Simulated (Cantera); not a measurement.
Catalytic combustion on Pt

An isothermal plug-flow reactor at 875 K and 0.210 bar (inlet), inlet velocity 1.4 m/s, active area per volume 2100 1/m; feed CH₄ : O₂ : N₂ : H₂O = 0.028 : 0.013 : 0.79 : 0.016 (molar parts), equivalence ratio 4.3.

Detailed kinetics in Cantera: Deutschmann's 1995 Pt surface mechanism with GRI-Mech 3.0 gas chemistry. Catalytic surfaces can have several steady states; this one follows from the mechanism file's or the stated starting coverage. Mass transfer to the wall is taken as infinitely fast.

| z (m) | x CH₄ | x O₂ | x H₂O | x CO₂ | x CO | θ free Pt | θ H* | θ CO* | θ C* |
|---|---|---|---|---|---|---|---|---|---|
| 0.00092 | 0.0256 | 0.00519 | 0.0316 | 2.71e-5 | 0.00730 | 0.151 | 0.00108 | 0.0196 | 0.828 |
| 0.0016 | 0.0249 | 0.00445 | 0.0324 | 2.71e-5 | 0.00793 | 0.114 | 0.00104 | 0.0122 | 0.872 |
| 0.0029 | 0.0243 | 0.00378 | 0.0332 | 2.71e-5 | 0.00854 | 0.0845 | 0.000979 | 0.00715 | 0.907 |
| 0.0052 | 0.0238 | 0.00322 | 0.0337 | 2.71e-5 | 0.00907 | 0.0628 | 0.000911 | 0.00419 | 0.932 |
| 0.0092 | 0.0233 | 0.00276 | 0.0342 | 2.71e-5 | 0.00953 | 0.0470 | 0.000841 | 0.00246 | 0.950 |
| 0.016 | 0.0229 | 0.00238 | 0.0345 | 2.71e-5 | 0.00992 | 0.0355 | 0.000771 | 0.00146 | 0.962 |
| 0.029 | 0.0225 | 0.00204 | 0.0348 | 2.71e-5 | 0.0103 | 0.0262 | 0.000697 | 0.000825 | 0.972 |
| 0.052 | 0.0221 | 0.00175 | 0.0350 | 2.71e-5 | 0.0106 | 0.0194 | 0.000627 | 0.000468 | 0.979 |
| 0.092 | 0.0219 | 0.00151 | 0.0352 | 2.71e-5 | 0.0109 | 0.0145 | 0.000562 | 0.000267 | 0.985 |
x: gas mole fraction; θ: surface coverage.
